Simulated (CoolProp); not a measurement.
Vapour-liquid equilibrium of R134a (1) + dimethyl ether (2) at 0.336 MPa; x and y are mole fractions of (1).

Model: multi-fluid Helmholtz-energy mixture model, Tillner-Roth 1994 and Wu 2011; pair parameters Bell 2016, in CoolProp.

Question: Give the bubble temperature and the first vapour's composition at x = 0.2, 0.425, 0.8. Is there an azeotrope?

Answer: x = 0.2: 7.7 °C, y = 0.189; x = 0.425: 7.7 °C, y = 0.444; x = 0.8: 5.5 °C, y = 0.836. y crosses x between x = 0.275 and 0.35: the model has an azeotrope there.

The pair parameters rest on a limited set of measurements; away from them the model extrapolates.
